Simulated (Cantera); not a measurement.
Input (Python, Cantera) and output of one run.

```python
import numpy as np
import cantera as ct

gas_names = """
    B BH BH2 BH3 BN BO BO2 B2 B2O B2O2 B2O3 B3O3H3 H HBO HBO2 HNO HNO2 HNO3 HO2 H2 H2O H2O2 H3B3O6 N NH
    NH2 NH3 NH2OH NO NO2 NO3 N2 N2H2 N2H4 N2O O OH O2 O3
""".split()
cond_names = """
    B(b) B(L) BN(s) B2O3(L) B3O3H3(cr) H2O(s) H2O(L)
""".split()


# ... load() reads the species with a 1 bar reference pressure and builds the phases ...
atoms = {
    'borazine': {'B': 3, 'N': 3, 'H': 6},
    'H2O': {'H': 2, 'O': 1},
    'H2': {'H': 2},
}
top_T = {'BN(s)': 3200}  # K; cautious upper limits of use, not melting points


# ... equilibrate(T, P, feed) seeds the gas with the atoms and calls Mixture.equilibrate('TP', solver="vcs", rtol=1e-11, max_steps=5000) ...
results = []
feed = {'borazine': 1, 'H2O': 1.3, 'H2': 30}  # mol
P = 133.322  # Pa
for T in [1073, 1123, 1173, 1223, 1273, 1323, 1373, 1423, 1473, 1523, 1573, 1623, 1673, 1723]:
    mix = equilibrate(T, P, feed)
    results.append((T, P, feed, dict(zip(mix.species_names, mix.species_moles))))

top = {s: max(r[3][s] / sum(r[3][g] for g in gas_names) for r in results) for s in gas_names}
cols = sorted((s for s in top if top[s] > 1e-06), key=lambda s: -top[s])[:7]
seen = [c for c in cond_names if any(r[3].get(c, 0) > 1e-12 for r in results)]
print("log10 of partial pressures in bar; condensed amounts in mol")
print(f"{'T/K':>10s}" + "".join(f"{s[:9]:>10s}" for s in cols + seen))
for T, P, feed, n in results:
    ng = sum(n[g] for g in gas_names)
    print(f"{T:10.4g}" + "".join(f"{np.log10(max(n[s] / ng * P / 1e5, 1e-99)):10.3f}" for s in cols)
          + "".join(f"{n.get(c, 0):10.4g}" for c in seen))
```

It prints:

```
log10 of partial pressures in bar; condensed amounts in mol
       T/K        H2       HBO        N2         H      HBO2      B2O3      B2O2     BN(s)   B2O3(L)
      1073    -2.881    -8.475    -4.782    -9.294    -7.215   -10.064   -12.485     2.139    0.4295
      1123    -2.881    -7.843    -4.782    -8.811    -6.846    -9.209   -11.334      2.14     0.428
      1173    -2.881    -7.266    -4.783    -8.369    -6.511    -8.429   -10.283     2.141    0.4248
      1223    -2.881    -6.738    -4.784    -7.962    -6.206    -7.716    -9.320     2.142    0.4178
      1273    -2.881    -6.252    -4.785    -7.587    -5.926    -7.062    -8.435     2.144     0.403
      1323    -2.882    -5.805    -4.784    -7.241    -5.669    -6.459    -7.619     2.143    0.3705
      1373    -2.884    -5.392    -4.780    -6.919    -5.433    -5.902    -6.865     2.132     0.296
      1423    -2.888    -5.013    -4.764    -6.622    -5.214    -5.387    -6.171     2.094    0.1182
      1473    -2.892    -4.778    -4.728    -6.344    -5.234    -5.249    -5.760     2.009         0
      1523    -2.893    -4.644    -4.690    -6.083    -5.424    -5.378    -5.549     1.915         0
      1573    -2.895    -4.549    -4.657    -5.839    -5.664    -5.592    -5.413     1.828         0
      1623    -2.897    -4.492    -4.636    -5.609    -5.956    -5.891    -5.348     1.765         0
      1673    -2.899    -4.463    -4.624    -5.393    -6.286    -6.253    -5.338     1.729         0
      1723    -2.900    -4.454    -4.619    -5.189    -6.634    -6.647    -5.363     1.712         0
```

These are equilibrium values from Cantera (NASA tables, ideal gas, pure condensed phases), not measurements of a reactor. The feed counts by its element totals alone. Mutual solubility and eutectic melting of coexisting phases are not modelled. The tables' values for BH2 are old estimates; treat these amounts as uncertain.
